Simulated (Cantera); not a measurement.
# Ammonia decomposition in nitride growth gas

An isothermal, constant-pressure homogeneous reactor starts with NH3 : H2 = 1 : 3.6 (molar parts), at 1650 K and 0.133 bar.

Detailed kinetics in Cantera: the gas-phase N/H chemistry of the illustrative SiF4/NH3 mechanism in the Surface Chemkin manual (1991). Walls and surfaces, which speed up NH3 decomposition in real reactors, are not modelled.

```csv
t (s),x NH3,x H2,x N2,x H,x N
0.000400,0.217,0.783,2.36e-11,1.43e-6,<1e-12
0.00134,0.217,0.783,1.81e-9,4.77e-6,3.09e-12
0.00447,0.217,0.783,9.02e-8,1.59e-5,1.15e-10
0.0150,0.217,0.783,4.07e-6,5.04e-5,3.63e-9
0.0500,0.217,0.783,9.35e-5,9.12e-5,2.12e-8
0.167,0.216,0.783,0.000517,9.30e-5,2.23e-8
0.560,0.213,0.785,0.00191,9.37e-5,2.23e-8
1.87,0.202,0.792,0.00637,9.59e-5,2.22e-8
6.26,0.171,0.810,0.0191,0.000103,2.18e-8
20.9,0.105,0.849,0.0461,0.000124,2.03e-8
70.0,0.0336,0.891,0.0755,0.000170,1.49e-8
```
x: mole fraction; the columns are a selection and need not sum to one.

Equilibrium at this temperature and pressure: NH3 1.41e-6, H2 0.910, N2 0.0893, H 0.000239, N 1.62e-12 (gas phase only).
